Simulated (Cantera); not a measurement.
Input: 1 mol SiCl₄, 1.7 mol CH₄, 3 mol H₂, at 52.0 mbar.

Method: chemical equilibrium by Gibbs-energy minimisation in Cantera with the NASA 1993 tables (ideal gas, pure condensed phases). Candidate condensed phases: C, C₆H₆, C₇H₈, C₈H₁₈, Si, SiC; 109 gas species. The tables' values for SiCl, SiCl₃ are old estimates; treat these amounts as uncertain. Gases not in the tables: Si₂H₆ and higher silanes. The numbers say what is thermodynamically allowed, not how fast it happens.

log p: log10 of the partial pressure in bar; n: condensed amount in mol.

| T (K) | log p H₂ | log p HCl | log p H | log p SiCl₂ | log p Cl | log p Si | n C(graphite) | n SiC(s) |
|---|---|---|---|---|---|---|---|---|
| 2048 | -1.54 | -1.70 | -3.42 | -2.69 | -3.71 | -5.31 | 1.04 | 0.654 |
| 2098 | -1.54 | -1.70 | -3.28 | -2.65 | -3.58 | -5.00 | 1.06 | 0.626 |
| 2148 | -1.54 | -1.72 | -3.15 | -2.63 | -3.46 | -4.70 | 1.08 | 0.598 |
| 2198 | -1.54 | -1.73 | -3.02 | -2.60 | -3.35 | -4.41 | 1.11 | 0.567 |
| 2248 | -1.54 | -1.74 | -2.90 | -2.58 | -3.24 | -4.14 | 1.13 | 0.533 |
| 2298 | -1.54 | -1.75 | -2.79 | -2.56 | -3.14 | -3.88 | 1.16 | [?] |
| 2348 | -1.55 | -1.77 | -2.68 | -2.55 | -3.05 | -3.64 | 1.19 | [?] |
| 2398 | -1.55 | -1.78 | -2.58 | -2.54 | -2.96 | -3.40 | 1.23 | [?] |
| 2448 | -1.56 | -1.81 | -2.48 | -2.54 | -2.87 | -3.17 | 1.29 | [?] |
| 2498 | -1.58 | -1.83 | -2.39 | -2.54 | -2.80 | -2.95 | 1.38 | [?] |
| 2548 | -1.60 | -1.84 | -2.31 | -2.59 | -2.71 | -2.83 | 1.38 | [?] |

Q: What belongs in the gaps?

A: 
- 2298, n SiC(s): 0.492
- 2348, n SiC(s): 0.440
- 2398, n SiC(s): 0.368
- 2448, n SiC(s): 0.260
- 2498, n SiC(s): 0.0909
- 2548, n SiC(s): 0
